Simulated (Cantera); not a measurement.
Input: 1 mol SiH2Cl2, 0.024 mol Cl2, 21 mol N2, at 0.100 bar.

These are equilibrium values from Cantera (NASA tables, ideal gas, pure condensed phases), not measurements of a reactor. Candidate condensed phases: NH4Cl, Si, Si3N4; 28 gas species. N2 is the only nitrogen source here; it is nearly inert below about 1500 K, so the nitride shown seldom forms there in practice. Equilibrium is a limit: real reactors are often held back by kinetics, nucleation or transport.

Problem. What share of the Si ends up in condensed phases as a function of T (K), at 1123, 1173, 1223, 1273, 1323, 1373, 1423, 1473, 1523, 1573, 1623, 1673, 1723?

Solution. 
```json
[
 {"T (K)": "1123", "Si condensed (%)": "83.3", "as": "Si3N4(s)"},
 {"T (K)": "1173", "Si condensed (%)": "83.7", "as": "Si3N4(s)"},
 {"T (K)": "1223", "Si condensed (%)": "84.0", "as": "Si3N4(s)"},
 {"T (K)": "1273", "Si condensed (%)": "84.1", "as": "Si3N4(s)"},
 {"T (K)": "1323", "Si condensed (%)": "83.8", "as": "Si3N4(s)"},
 {"T (K)": "1373", "Si condensed (%)": "82.9", "as": "Si3N4(s)"},
 {"T (K)": "1423", "Si condensed (%)": "81.1", "as": "Si3N4(s)"},
 {"T (K)": "1473", "Si condensed (%)": "77.9", "as": "Si3N4(s)"},
 {"T (K)": "1523", "Si condensed (%)": "73.2", "as": "Si3N4(s)"},
 {"T (K)": "1573", "Si condensed (%)": "67.1", "as": "Si3N4(s)"},
 {"T (K)": "1623", "Si condensed (%)": "60.3", "as": "Si3N4(s)"},
 {"T (K)": "1673", "Si condensed (%)": "53.3", "as": "Si3N4(s)"},
 {"T (K)": "1723", "Si condensed (%)": "46.4", "as": "Si3N4(s)"}
]
```
